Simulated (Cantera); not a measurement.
Charge: 1 mol C2H6, 0.047 mol O2, 50 mol H2, at 1800 °C.

These are equilibrium values from Cantera (NASA tables, ideal gas, pure condensed phases), not measurements of a reactor. Candidate condensed phases: C, C6H6, C7H8, C8H18, H2O; 110 gas species. The ideal-gas law is rough above about 30 bar. Kinetics and transport are ignored.

x: gas mole fraction; n: condensed amount in mol.

| P (Pa) | x H2 | x H | x CH4 | x CO | n C(graphite) |
|---|---|---|---|---|---|
| 10 | 0.767 | 0.230 | 2.07e-8 | 0.00157 | 1.79 |
| 72 | 0.904 | 0.0932 | 2.07e-7 | 0.00169 | 1.78 |
| 520 | 0.961 | 0.0358 | 1.69e-6 | 0.00174 | 1.78 |
| 3700 | 0.983 | 0.0136 | 1.26e-5 | 0.00176 | 1.78 |
| 27000 | 0.992 | ___ | ___ | 0.00177 | 1.77 |
| 190000 | 0.994 | ___ | ___ | 0.00177 | 1.74 |
| 1400000 | 0.991 | 0.000700 | 0.00485 | 0.00178 | 1.51 |
| 10000000 | 0.963 | 0.000258 | 0.0327 | 0.00181 | 0.0396 |

Question: What belongs in the gaps?

Answer: 
- 190000, x H: 0.00190
- 190000, x CH4: 0.000662
- 27000, x H: 0.00504
- 27000, x CH4: 9.36e-5
